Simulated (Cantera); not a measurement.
A closed system holds: 1 mol SiH₄, 11 mol N₂, held at 750 K and 12.0 Torr.

Cantera equilibrium calculation (NASA polynomials, part measured and part estimated; ideal gas, pure solids and liquids). Candidate condensed phases: Si, Si₃N₄; 18 gas species. N₂ is the only nitrogen source here; it is nearly inert below about 1500 K, so the nitride shown seldom forms there in practice. The numbers say what is thermodynamically allowed, not how fast it happens.

Base state: N₂ 0.838, H₂ 0.162 (mole fractions); condensed: Si₃N₄(s).

### Question
What changes in the equilibrium state with this change: SiH₄ replaced by trisilylamine?

### Answer
```tsv
species	before	after
N₂	0.838	0.679
H₂	0.162	0.321
NH₃	4.89e-6	1.23e-5
Si₃N₄(s), mol	0.333	1.00
```
The feed counts by its element totals alone.
